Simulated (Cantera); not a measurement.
Charge: 1 mol C₂H₅OH, 1.2 mol CO₂, 3.5 mol H₂, equilibrated at 28.0 mbar.

Cantera equilibrium calculation (NASA polynomials, part measured and part estimated; ideal gas, pure solids and liquids). Candidate condensed phases: C, C₆H₆, C₇H₈, C₈H₁₈, H₂O; 110 gas species. Kinetics and transport are ignored.

Problem. Which condensed phases are stable at each of these points (T (K)): 723, 923, 1123, 1323, 1523, 1723, 1923, 2123?

Solution. 
```
T (K)  condensed phases  C condensed (%)
-----  ----------------  ---------------
723         C(graphite)             49.0
923            gas only              0.0
1123           gas only              0.0
1323           gas only              0.0
1523           gas only              0.0
1723           gas only              0.0
1923           gas only              0.0
2123           gas only              0.0
```

At 723 K the condensed part is C(graphite). From 923 K to 2123 K nothing is condensed.
